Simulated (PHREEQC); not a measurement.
A solution holds 2.4 mol/kgw KCl, 0.0077 mol/kgw H3BO3 and 0.71 mol/kgw KBr, at 25 °C. Closed to the air; pH follows from the charge balance.

Computed with PHREEQC (Pitzer model, pitzer.dat).

**Question.** The ionic strength comes out as 3.11 mol/kgw. What activity coefficients do Cl-, H+, K+, Br-, B(OH)4- get?

**Answer.** Cl- 0.57, H+ 1.3, K+ 0.57, Br- 0.60, B(OH)4- 0.36. Single-ion values are on the MacInnes scale.

Precipitation was switched off in this run. In brines, pH and single-ion activities rest on the MacInnes convention.
